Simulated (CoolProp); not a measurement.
Vapour-liquid equilibrium of R13 (1) + n-butane (2) at 146 kPa; x and y are mole fractions of (1).

Model: multi-fluid Helmholtz-energy mixture model, Platzer 1990 and Bücker 2006; pair parameters Bell 2016, in CoolProp. This equation is an older, rougher fit; its heat capacities, sound speeds and derivatives of the liquid may be far off and weren't checked against measurements.

```json
[
 {"x": "0.05", "bubble temperature, mixture model (K)": "253.2", "bubble temperature, Raoult's law (K)": "264.0", "y, mixture model": "0.692", "y, Raoult's law": "0.531"},
 {"x": "0.2", "bubble temperature, mixture model (K)": "221.3", "bubble temperature, Raoult's law (K)": "235.5", "y, mixture model": "0.948", "y, Raoult's law": "0.896"},
 {"x": "0.35", "bubble temperature, mixture model (K)": "212.3", "bubble temperature, Raoult's law (K)": "222.0", "y, mixture model": "0.974", "y, Raoult's law": "0.961"},
 {"x": "0.5", "bubble temperature, mixture model (K)": "208.1", "bubble temperature, Raoult's law (K)": "213.7", "y, mixture model": "0.982", "y, Raoult's law": "0.982"},
 {"x": "0.65", "bubble temperature, mixture model (K)": "205.2", "bubble temperature, Raoult's law (K)": "207.9", "y, mixture model": "0.988", "y, Raoult's law": "0.992"},
 {"x": "0.8", "bubble temperature, mixture model (K)": "202.6", "bubble temperature, Raoult's law (K)": "203.4", "y, mixture model": "0.993", "y, Raoult's law": "0.997"},
 {"x": "0.95", "bubble temperature, mixture model (K)": "199.9", "bubble temperature, Raoult's law (K)": "199.9", "y, mixture model": "0.998", "y, Raoult's law": "0.999"}
]
```

The largest gap from Raoult's law is -14.2 K in bubble temperature, at x = 0.2. No azeotrope shows between x = 0.05 and 0.95.

The pair parameters rest on a limited set of measurements; away from them the model extrapolates. With so large a gap from Raoult's law the liquid may split in two, which this calculation doesn't test in full.
